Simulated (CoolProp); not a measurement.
Vapour-liquid equilibrium of hydrogen sulfide (1) + n-hexane (2) at 0.288 MPa; x and y are mole fractions of (1).

The numbers come from the multi-fluid Helmholtz-energy mixture model, Lemmon 2006 and Thol 2019; pair parameters Kunz 2012 in CoolProp.

```tsv
x	bubble temperature, mixture model (K)	bubble temperature, Raoult's law (K)	y, mixture model	y, Raoult's law
0.05	333.1	332.8	0.731	0.751
0.125	…	300.7	0.969	0.932
0.2	261.4	283.9	0.990	0.971
0.275	252.8	273.1	0.994	0.985
0.35	248.5	265.4	0.996	0.991
0.425	246.1	259.4	0.997	0.994
0.5	…	254.6	0.997	0.996
0.575	…	250.6	0.997	0.998
0.65	242.4	247.2	0.998	0.998
0.725	241.3	244.2	0.998	0.999
0.8	…	241.6	0.998	0.999
0.875	238.7	239.3	0.999	1.000
0.95	237.2	237.3	0.999	1.000
```

What belongs in the gaps?


- 0.125, bubble temperature, mixture model (K): 281.1
- 0.5, bubble temperature, mixture model (K): 244.7
- 0.575, bubble temperature, mixture model (K): 243.5
- 0.8, bubble temperature, mixture model (K): 240.1

The largest gap from Raoult's law is -22.5 K in bubble temperature, at x = 0.2. No azeotrope shows between x = 0.05 and 0.95.

Pair parameters are fitted to limited data, so mixtures are less certain than the pure fluids. The gap from Raoult's law changes sign with composition, which may be real or a fault of the pair parameters; it wasn't checked against measurements. With so large a gap from Raoult's law the liquid may split in two, which this calculation doesn't test in full.
